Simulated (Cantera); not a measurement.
# Premixed flame

A freely propagating, adiabatic, planar premixed flame of 3.72 % CH4, 1.38 % C2H6, 1.23 % C3H8, 16.7 % O2, 62.8 % N2, 14.1 % H2O, unburnt at 650 K and 9.87 atm; mixture-averaged transport, grid criteria slope 0.08 and curve 0.16, no radiation.

Computed with Cantera and GRI-Mech 3.0 (53 species, 325 reactions). GRI-Mech 3.0 was tuned for natural gas; its chemistry of propane as a main component is partial and can be far from experiment. Burning velocities carry a grid error of a few per cent, more on coarse grids.

```tsv
z (mm)	T (K)	u (m/s)	x CH4	x C2H6	x C3H8	x CH3	x CO2	x C2H
-0.224	651	0.499	0.0371	0.0137	0.0122	<1e-8	3.12e-6	<1e-8
-0.149	657	0.504	0.0368	0.0137	0.0122	<1e-8	3.64e-5	<1e-8
-0.112	676	0.520	0.0361	0.0136	0.0122	1.36e-8	0.000175	<1e-8
-0.0746	768	0.596	0.0336	0.0129	0.0118	3.92e-7	0.00122	<1e-8
-0.0373	1163	0.921	0.0235	0.00832	0.00781	8.68e-5	0.00904	<1e-8
-0.0186	1533	1.23	0.0138	0.00294	0.00210	0.000717	0.0204	2.43e-8
0	1884	1.52	0.00378	0.000121	1.83e-5	0.000926	0.0383	8.35e-7
0.0186	2055	1.65	0.000354	5.46e-7	<1e-8	0.000181	0.0559	6.54e-7
0.0373	2122	1.70	2.17e-5	<1e-8	<1e-8	1.44e-5	0.0664	6.74e-8
0.0746	2179	1.74	1.86e-7	<1e-8	<1e-8	1.37e-7	0.0735	<1e-8
0.149	2217	1.76	<1e-8	<1e-8	<1e-8	<1e-8	0.0761	<1e-8
0.298	2236	1.78	<1e-8	<1e-8	<1e-8	<1e-8	0.0770	<1e-8
0.597	2243	1.78	<1e-8	<1e-8	<1e-8	<1e-8	0.0773	<1e-8
```
x: mole fraction of selected species; z is measured from the peak of heat release.

The laminar burning velocity comes out as 49.7 cm/s and the thermal thickness comes out as 0.0746 mm. The peak x(CH3) is 0.00108 and the peak x(C2H) comes out as 1.15e-6. The grid points is 138.
